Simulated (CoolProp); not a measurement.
Saturation properties of R142b.

Values from CoolProp's reference Helmholtz-energy equation of state, Lemmon 2006. It is a short technical equation, of lower accuracy than the large ones.

```json
[
 {"T (K)": "293.6", "p (kPa)": "293.0", "liquid density (kg/m³)": "1123", "vapour Z": "0.9150", "liquid conductivity (mW/(m K))": "83.2"},
 {"T (K)": "302.5", "p (kPa)": "385.3", "liquid density (kg/m³)": "1100", "vapour Z": "0.8977", "liquid conductivity (mW/(m K))": "80.0"},
 {"T (K)": "311.3", "p (kPa)": "496.6", "liquid density (kg/m³)": "1077", "vapour Z": "0.8786", "liquid conductivity (mW/(m K))": "76.9"},
 {"T (K)": "320.1", "p (kPa)": "630.4", "liquid density (kg/m³)": "___", "vapour Z": "0.8573", "liquid conductivity (mW/(m K))": "73.9"},
 {"T (K)": "329", "p (kPa)": "___", "liquid density (kg/m³)": "1027", "vapour Z": "0.8333", "liquid conductivity (mW/(m K))": "70.9"},
 {"T (K)": "337.8", "p (kPa)": "978.5", "liquid density (kg/m³)": "___", "vapour Z": "___", "liquid conductivity (mW/(m K))": "68.1"},
 {"T (K)": "346.6", "p (kPa)": "1197", "liquid density (kg/m³)": "972.2", "vapour Z": "0.7781", "liquid conductivity (mW/(m K))": "65.3"},
 {"T (K)": "355.4", "p (kPa)": "1449", "liquid density (kg/m³)": "941.8", "vapour Z": "0.7458", "liquid conductivity (mW/(m K))": "___"},
 {"T (K)": "364.3", "p (kPa)": "1741", "liquid density (kg/m³)": "908.3", "vapour Z": "0.7093", "liquid conductivity (mW/(m K))": "60.0"},
 {"T (K)": "373.1", "p (kPa)": "2072", "liquid density (kg/m³)": "871.7", "vapour Z": "0.6685", "liquid conductivity (mW/(m K))": "57.6"},
 {"T (K)": "381.9", "p (kPa)": "___", "liquid density (kg/m³)": "___", "vapour Z": "___", "liquid conductivity (mW/(m K))": "55.2"},
 {"T (K)": "390.8", "p (kPa)": "2881", "liquid density (kg/m³)": "780.1", "vapour Z": "0.5650", "liquid conductivity (mW/(m K))": "53.0"},
 {"T (K)": "399.6", "p (kPa)": "3367", "liquid density (kg/m³)": "715.4", "vapour Z": "0.4933", "liquid conductivity (mW/(m K))": "51.4"}
]
```

### Question
Some entries are withheld; supply them.

### Answer

- 320.1, liquid density (kg/m³): 1053
- 329, p (kPa): 791.3
- 337.8, liquid density (kg/m³): 1001
- 337.8, vapour Z: 0.8071
- 355.4, liquid conductivity (mW/(m K)): 62.7
- 381.9, p (kPa): 2449
- 381.9, liquid density (kg/m³): 830.1
- 381.9, vapour Z: 0.6216

It boils at 264.0 K under 1 atm.

Thermal conductivity comes from a separate model (Huber 2003), an estimate that may be off by 10 % or more.
